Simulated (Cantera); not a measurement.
Cantera run:

```python
import numpy as np
import cantera as ct

gas_names = """
    Cu CuF CuF2 Cu2 F F2 H HF H2 H2F2 H3F3 H4F4 H5F5 H6F6 H7F7
""".split()
cond_names = """
    Cu(cr) Cu(L) CuF2(s) CuF2(L)
""".split()


# ... load() reads the species with a 1 bar reference pressure and builds the phases ...
atoms = {
    'Cu': {'Cu': 1},
    'F2': {'F': 2},
    'H2': {'H': 2},
    'HF': {'H': 1, 'F': 1},
}
top_T = {}  # K; cautious upper limits of use, not melting points


# ... equilibrate(T, P, feed) seeds the gas with the atoms and calls Mixture.equilibrate('TP', solver="vcs", rtol=1e-11, max_steps=5000) ...
results = []
feed = {'Cu': 1, 'F2': 2.1, 'H2': 9.5, 'HF': 0.00018}  # mol
P = 1000  # Pa
for T in [573, 648, 723, 798, 873, 948, 1023, 1098, 1173, 1248, 1323, 1398, 1473, 1548]:
    mix = equilibrate(T, P, feed)
    results.append((T, P, feed, dict(zip(mix.species_names, mix.species_moles))))

top = {s: max(r[3][s] / sum(r[3][g] for g in gas_names) for r in results) for s in gas_names}
cols = sorted((s for s in top if top[s] > 0.0001), key=lambda s: -top[s])[:6]
seen = [c for c in cond_names if any(r[3].get(c, 0) > 1e-12 for r in results)]
print("log10 of partial pressures in bar; condensed amounts in mol")
print(f"{'T/K':>10s}" + "".join(f"{s[:9]:>10s}" for s in cols + seen))
for T, P, feed, n in results:
    ng = sum(n[g] for g in gas_names)
    print(f"{T:10.4g}" + "".join(f"{np.log10(max(n[s] / ng * P / 1e5, 1e-99)):10.3f}" for s in cols)
          + "".join(f"{n.get(c, 0):10.4g}" for c in seen))
```

Output:

```
log10 of partial pressures in bar; condensed amounts in mol
       T/K        H2        HF        Cu         H       CuF    Cu(cr)     Cu(L)
       573    -2.195    -2.441   -23.855   -18.334   -20.657         1         0
       648    -2.195    -2.441   -20.309   -16.014   -17.930         1         0
       723    -2.195    -2.441   -17.502   -14.171   -15.772         1         0
       798    -2.195    -2.441   -15.226   -12.672   -14.022         1         0
       873    -2.195    -2.441   -13.344   -11.428   -12.575         1         0
       948    -2.195    -2.441   -11.763   -10.378   -11.359         1         0
      1023    -2.195    -2.441   -10.415    -9.481   -10.323         1         0
      1098    -2.195    -2.441    -9.254    -8.704    -9.431         1         0
      1173    -2.195    -2.441    -8.243    -8.026    -8.654         1         0
      1248    -2.195    -2.441    -7.356    -7.428    -7.972    0.9999         0
      1323    -2.195    -2.441    -6.571    -6.897    -7.369    0.9996         0
      1398    -2.195    -2.441    -5.887    -6.423    -6.847         0    0.9983
      1473    -2.196    -2.442    -5.286    -5.996    -6.391         0    0.9935
      1548    -2.196    -2.442    -4.745    -5.610    -5.982         0    0.9779
```

Cantera equilibrium calculation (NASA polynomials, part measured and part estimated; ideal gas, pure solids and liquids).
